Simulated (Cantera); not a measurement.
Input: 1 mol TiO2, 0.51 mol CH4, 2.1 mol CO, held at 2225 K and 1.70 bar.

Method: chemical equilibrium by Gibbs-energy minimisation in Cantera with the NASA 1993 tables (ideal gas, pure condensed phases). Candidate condensed phases: C, C6H6, C7H8, C8H18, H2O, Ti, TiC, TiO, TiO2, Ti2O3, Ti3O5, Ti4O7; 113 gas species. Mutual solubility and eutectic melting of coexisting phases are not modelled. TiC: taken at fixed stoichiometry. Equilibrium is a limit: real reactors are often held back by kinetics, nucleation or transport.

Base state: CO 0.718, H2 0.279, H 0.00263, H2O 0.000344, CO2 0.000165 (mole fractions); condensed: TiC(s) + Ti2O3(l).

What changes in the equilibrium state with this change: temperature from 2225 K to 2150 K?


```csv
species,before,after
CO,0.718,0.718
H2,0.279,0.280
H,0.00263,0.00171
CO2,0.000165,0.000175
H2O,0.000344,0.000348
"TiC(s), mol",0.00472,0.00475
"Ti2O3(l), mol",0.498,0.498
```
